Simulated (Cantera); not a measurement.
An isothermal, constant-pressure homogeneous reactor starts with 0.454 % H2, 99.5 % O2, at 1400 K and 0.0133 bar.

Model: GRI-Mech 3.0 (53 species, 325 reactions), integrated in Cantera. Radical loss at walls, strong at low pressure, is not modelled.

x: mole fraction; the columns are a selection and need not sum to one.

```json
[
 {"t (s)": "0.000200", "x H2": "0.00454", "x O2": "0.995", "x H": "2.96e-9", "x O": "2.15e-8", "x H2O": "(withheld)", "x OH": "2.07e-8", "x H2O2": "3.35e-12"},
 {"t (s)": "0.000632", "x H2": "0.00454", "x O2": "0.995", "x H": "6.72e-9", "x O": "1.08e-7", "x H2O": "(withheld)", "x OH": "9.70e-8", "x H2O2": "2.98e-11"},
 {"t (s)": "0.00200", "x H2": "0.00454", "x O2": "0.995", "x H": "5.92e-8", "x O": "1.35e-6", "x H2O": "(withheld)", "x OH": "1.15e-6", "x H2O2": "2.17e-10"},
 {"t (s)": "0.00632", "x H2": "0.00354", "x O2": "0.994", "x H": "2.95e-5", "x O": "0.000693", "x H2O": "(withheld)", "x OH": "0.000519", "x H2O2": "3.46e-9"},
 {"t (s)": "0.0200", "x H2": "8.36e-6", "x O2": "0.991", "x H": "6.02e-5", "x O": "0.00407", "x H2O": "0.00420", "x OH": "0.000611", "x H2O2": "4.14e-9"},
 {"t (s)": "0.0632", "x H2": "7.93e-6", "x O2": "0.991", "x H": "5.63e-5", "x O": "0.00389", "x H2O": "0.00421", "x OH": "0.000598", "x H2O2": "4.06e-9"},
 {"t (s)": "0.200", "x H2": "6.98e-6", "x O2": "0.992", "x H": "4.63e-5", "x O": "0.00341", "x H2O": "0.00423", "x OH": "0.000561", "x H2O2": "3.86e-9"},
 {"t (s)": "0.632", "x H2": "4.87e-6", "x O2": "0.993", "x H": "2.67e-5", "x O": "0.00235", "x H2O": "0.00429", "x OH": "0.000469", "x H2O2": "3.31e-9"},
 {"t (s)": "2.00", "x H2": "2.11e-6", "x O2": "0.994", "x H": "7.43e-6", "x O": "0.000996", "x H2O": "0.00439", "x OH": "0.000309", "x H2O2": "2.15e-9"},
 {"t (s)": "6.32", "x H2": "5.02e-7", "x O2": "0.995", "x H": "8.48e-7", "x O": "0.000233", "x H2O": "0.00448", "x OH": "0.000151", "x H2O2": "8.50e-10"},
 {"t (s)": "20.0", "x H2": "8.67e-8", "x O2": "0.995", "x H": "6.04e-8", "x O": "3.99e-5", "x H2O": "0.00452", "x OH": "6.28e-5", "x H2O2": "2.13e-10"},
 {"t (s)": "63.2", "x H2": "2.20e-8", "x O2": "0.995", "x H": "7.69e-9", "x O": "1.01e-5", "x H2O": "0.00454", "x OH": "3.16e-5", "x H2O2": "6.82e-11"},
 {"t (s)": "200", "x H2": "1.79e-8", "x O2": "0.995", "x H": "5.68e-9", "x O": "8.23e-6", "x H2O": "0.00454", "x OH": "2.86e-5", "x H2O2": "5.85e-11"}
]
```

Problem. What belongs in the gaps?

Solution. 
- 0.000200, x H2O: 3.36e-9
- 0.000632, x H2O: 4.73e-8
- 0.00200, x H2O: 1.20e-6
- 0.00632, x H2O: 0.000723
